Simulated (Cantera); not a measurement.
Cantera run, input and output.

```python
import numpy as np
import cantera as ct

gas = ct.Solution("gri30.yaml")
gas.TPX = 1573, 110000, {'CH4': 1, 'H2O': 0.42}
inlet = ct.Reservoir(gas, clone=True)

reactor = ct.IdealGasConstPressureReactor(gas, energy="off", clone=False)
exhaust = ct.Reservoir(gas, clone=True)
tau = [19, 7.6, 3.1, 1.2, 0.5, 0.2, 0.081, 0.033, 0.013, 0.0053, 0.0022][0]
for a, b in ((inlet, reactor), (reactor, exhaust)):
    ct.MassFlowController(a, b, mdot=lambda t: reactor.mass / tau)
net = ct.ReactorNet([reactor])
show = ['CH4', 'H2O', 'C2H6', 'C2H2', 'CH2CO', 'OH']

rows = []
print(f"{'tau/s':>10s}{'T/K':>9s}" + "".join(f"{s:>11s}" for s in show))
for tau in [19, 7.6, 3.1, 1.2, 0.5, 0.2, 0.081, 0.033, 0.013, 0.0053, 0.0022]:
    net.initial_time = 0.0
    net.advance(30 * tau)
    before = gas.X
    net.advance(40 * tau)
    drift = np.max(np.abs(gas.X - before) / (gas.X + 1e-9))
    rows.append([gas.T, *gas[show].X, drift])
    print(f"{tau:10.3e}{gas.T:9.1f}" + "".join(f"{x:11.3e}" for x in gas[show].X))
```

It prints:

```
     tau/s      T/K        CH4        H2O       C2H6       C2H2      CH2CO         OH
 1.900e+01   1573.0  7.784e-02  4.297e-02  3.707e-05  9.028e-02  4.225e-06  7.326e-08
 7.600e+00   1573.0  8.701e-02  7.332e-02  4.374e-05  1.046e-01  7.928e-06  1.255e-07
 3.100e+00   1573.0  1.029e-01  1.100e-01  5.515e-05  1.198e-01  1.342e-05  1.877e-07
 1.200e+00   1573.0  1.344e-01  1.504e-01  8.100e-05  1.308e-01  2.014e-05  2.516e-07
 5.000e-01   1573.0  1.864e-01  1.834e-01  1.383e-04  1.298e-01  2.490e-05  2.976e-07
 2.000e-01   1573.0  2.704e-01  2.121e-01  2.778e-04  1.142e-01  2.660e-05  3.356e-07
 8.100e-02   1573.0  3.764e-01  2.368e-01  5.611e-04  8.718e-02  2.461e-05  3.744e-07
 3.300e-02   1573.0  4.855e-01  2.584e-01  1.043e-03  5.590e-02  1.910e-05  4.205e-07
 1.300e-02   1573.0  5.810e-01  2.763e-01  1.718e-03  2.725e-02  1.083e-05  4.710e-07
 5.300e-03   1573.0  6.449e-01  2.876e-01  2.255e-03  9.346e-03  3.680e-06  5.016e-07
 2.200e-03   1573.0  6.803e-01  2.932e-01  2.177e-03  1.945e-03  5.486e-07  4.838e-07
```

Cantera simulation using GRI-Mech 3.0 (53 species, 325 reactions); the numbers are that mechanism's predictions, not measurements. GRI-Mech 3.0 stops at C3 and has no aromatics, soot or wall deposition, so with more carbon than oxygen in the feed, carbon stays in small species such as C2H2 where larger ones or solid carbon would form.
